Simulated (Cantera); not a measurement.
A closed system holds: 1 mol B2O3, 7 mol O2, at 0.133 bar.

Cantera equilibrium calculation (NASA polynomials, part measured and part estimated; ideal gas, pure solids and liquids). Candidate condensed phases: B, B2O3; 10 gas species. Rates play no part.

### Question
Which condensed phases are stable at each of these points (T (°C)): 777, 877, 977, 1077, 1177, 1277, 1377, 1477, 1577, 1677, 1777, 1877, 1977, 2077?

### Answer
| T (°C) | condensed phases | B condensed (%) |
|---|---|---|
| 777 | B2O3(l) | 100.0 |
| 877 | B2O3(l) | 100.0 |
| 977 | B2O3(l) | 100.0 |
| 1077 | B2O3(l) | 100.0 |
| 1177 | B2O3(l) | 100.0 |
| 1277 | B2O3(l) | 99.7 |
| 1377 | B2O3(l) | 98.0 |
| 1477 | B2O3(l) | 90.4 |
| 1577 | B2O3(l) | 60.0 |
| 1677 | gas only | 0.0 |
| 1777 | gas only | 0.0 |
| 1877 | gas only | 0.0 |
| 1977 | gas only | 0.0 |
| 2077 | gas only | 0.0 |

From 777 °C to 1577 °C the condensed part is B2O3(l). From 1677 °C to 2077 °C nothing is condensed.
